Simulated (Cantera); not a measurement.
Input: 1 mol TEOS, 3.4 mol N2O, 35 mol N2, held at 97.5 Torr.

These are equilibrium values from Cantera (NASA tables, ideal gas, pure condensed phases), not measurements of a reactor. Candidate condensed phases: C, C6H6, C7H8, C8H18, H2O, Si, SiC, SiO2, Si2N2O, Si3N4; 151 gas species. The feed counts by its element totals alone. Mutual solubility and eutectic melting of coexisting phases are not modelled. The tables hold silica as quartz up to 1696 K and as liquid above; real silica turns to tridymite and cristobalite and melts near 1996 K. Kinetics and transport are ignored.

x: gas mole fraction; n: condensed amount in mol.

```json
[
 {"T (K)": "798", "x N2": "0.748", "x H2": "0.164", "x CO": "0.0401", "x CO2": "0.0220", "x H2O": "0.0210", "n C(graphite)": "…", "n SiO2(α-quartz)": "1.00", "n SiO2(β-quartz)": "0", "n Si2N2O(s)": "0", "n SiC(s)": "0"},
 {"T (K)": "898", "x N2": "0.722", "x H2": "0.180", "x CO": "0.0854", "x CO2": "0.00557", "x H2O": "0.00506", "n C(graphite)": "…", "n SiO2(α-quartz)": "0", "n SiO2(β-quartz)": "1.00", "n Si2N2O(s)": "0", "n SiC(s)": "0"},
 {"T (K)": "998", "x N2": "0.715", "x H2": "0.184", "x CO": "0.0981", "x CO2": "0.000740", "x H2O": "0.000961", "n C(graphite)": "2.67", "n SiO2(α-quartz)": "0", "n SiO2(β-quartz)": "1.00", "n Si2N2O(s)": "0", "n SiC(s)": "0"},
 {"T (K)": "1098", "x N2": "0.714", "x H2": "0.185", "x CO": "0.1000", "x CO2": "0.000119", "x H2O": "0.000221", "n C(graphite)": "2.61", "n SiO2(α-quartz)": "0", "n SiO2(β-quartz)": "1.00", "n Si2N2O(s)": "0", "n SiC(s)": "0"},
 {"T (K)": "1198", "x N2": "0.714", "x H2": "0.186", "x CO": "0.100", "x CO2": "2.54e-5", "x H2O": "6.43e-5", "n C(graphite)": "2.60", "n SiO2(α-quartz)": "0", "n SiO2(β-quartz)": "1.00", "n Si2N2O(s)": "0", "n SiC(s)": "0"},
 {"T (K)": "1298", "x N2": "0.692", "x H2": "0.182", "x CO": "0.126", "x CO2": "1.09e-5", "x H2O": "2.77e-5", "n C(graphite)": "1.10", "n SiO2(α-quartz)": "0", "n SiO2(β-quartz)": "0", "n Si2N2O(s)": "0.500", "n SiC(s)": "0"},
 {"T (K)": "1398", "x N2": "0.692", "x H2": "0.182", "x CO": "0.126", "x CO2": "3.61e-6", "x H2O": "1.13e-5", "n C(graphite)": "1.09", "n SiO2(α-quartz)": "0", "n SiO2(β-quartz)": "0", "n Si2N2O(s)": "0.500", "n SiC(s)": "0"},
 {"T (K)": "1498", "x N2": "0.691", "x H2": "0.182", "x CO": "0.126", "x CO2": "1.39e-6", "x H2O": "5.20e-6", "n C(graphite)": "1.08", "n SiO2(α-quartz)": "0", "n SiO2(β-quartz)": "0", "n Si2N2O(s)": "0.500", "n SiC(s)": "0"},
 {"T (K)": "1598", "x N2": "0.691", "x H2": "0.182", "x CO": "0.126", "x CO2": "6.08e-7", "x H2O": "2.64e-6", "n C(graphite)": "1.06", "n SiO2(α-quartz)": "0", "n SiO2(β-quartz)": "0", "n Si2N2O(s)": "0.498", "n SiC(s)": "0"},
 {"T (K)": "1698", "x N2": "0.689", "x H2": "0.180", "x CO": "0.128", "x CO2": "3.07e-7", "x H2O": "1.47e-6", "n C(graphite)": "…", "n SiO2(α-quartz)": "0", "n SiO2(β-quartz)": "0", "n Si2N2O(s)": "0.276", "n SiC(s)": "0.420"},
 {"T (K)": "1798", "x N2": "0.688", "x H2": "0.178", "x CO": "0.129", "x CO2": "3.87e-7", "x H2O": "2.05e-6", "n C(graphite)": "0", "n SiO2(α-quartz)": "0", "n SiO2(β-quartz)": "0", "n Si2N2O(s)": "0", "n SiC(s)": "0.774"},
 {"T (K)": "1898", "x N2": "0.687", "x H2": "0.178", "x CO": "0.128", "x CO2": "1.99e-7", "x H2O": "1.16e-6", "n C(graphite)": "0", "n SiO2(α-quartz)": "0", "n SiO2(β-quartz)": "0", "n Si2N2O(s)": "0", "n SiC(s)": "0.754"},
 {"T (K)": "1998", "x N2": "0.686", "x H2": "0.177", "x CO": "0.128", "x CO2": "1.11e-7", "x H2O": "7.06e-7", "n C(graphite)": "0", "n SiO2(α-quartz)": "0", "n SiO2(β-quartz)": "0", "n Si2N2O(s)": "0", "n SiC(s)": "0.723"},
 {"T (K)": "2098", "x N2": "0.685", "x H2": "0.175", "x CO": "0.127", "x CO2": "6.68e-8", "x H2O": "4.55e-7", "n C(graphite)": "0", "n SiO2(α-quartz)": "0", "n SiO2(β-quartz)": "0", "n Si2N2O(s)": "0", "n SiC(s)": "0.678"}
]
```

Q: Fill in the missing entries.

A: 
- 798, n C(graphite): 4.56
- 898, n C(graphite): 3.09
- 1698, n C(graphite): 0.411
